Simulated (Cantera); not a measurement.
Source: NASA polynomial tables (part measured, part estimated), evaluated in Cantera. Values are per mole of reaction as written; species without (g) are pure solids or liquids, kept so even where they would boil at 1 bar.

Question: Between 1200 and 1425 K, where is each reaction favourable under standard conditions?
- 3 Ta2O5 ⇌ 6 Ta + 5 O3(g)
- 2 NO(g) + Ta ⇌ TaO2(g) + 2 N(g)

Answer: 
- 3 Ta2O5 ⇌ 6 Ta + 5 O3(g): ΔG° is 5687 kJ at 1200 K and 5487 kJ at 1425 K; it stays positive (K < 1). ΔH° is 6743 kJ and ΔS° 881 J/K at 1425 K.
- 2 NO(g) + Ta ⇌ TaO2(g) + 2 N(g): ΔG° is 411 kJ at 1200 K and 382 kJ at 1425 K; it stays positive (K < 1). ΔH° is 564 kJ and ΔS° 128 J/K at 1425 K.
